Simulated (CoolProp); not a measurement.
A closed Brayton cycle with nitrogen: compressor inlet 314.15 K and 0.66 MPa, high pressure 1.98 MPa, turbine inlet 770 K, compressor efficiency 0.85, turbine efficiency 0.85, recuperator effectiveness 0.9 (on enthalpy, no pinch check). Each further row changes one setting.

Computed with CoolProp (reference Helmholtz-energy equation of state, Span 2000).

```tsv
case	thermal efficiency (%)	net work (kJ/kg)	compressor to turbine work	compressor exit (K)	turbine exit (K)
as stated	21.5	43.5	0.77	450.3	601.2
turbine inlet 720 K	16.8	31.3	0.82	450.3	560.8
compressor inlet 324.15 K	___	39.0	0.79	___	601.2
high pressure 1.68 MPa	23.7	___	0.73	427.2	___
recuperator effectiveness 0.5	___	43.5	0.77	450.3	601.2
```

### Question
What belongs in the gaps?

### Answer

- compressor inlet 324.15 K, thermal efficiency (%): 19.4
- compressor inlet 324.15 K, compressor exit (K): 464.4
- high pressure 1.68 MPa, net work (kJ/kg): 43.4
- high pressure 1.68 MPa, turbine exit (K): 623.7
- recuperator effectiveness 0.5, thermal efficiency (%): 16.3
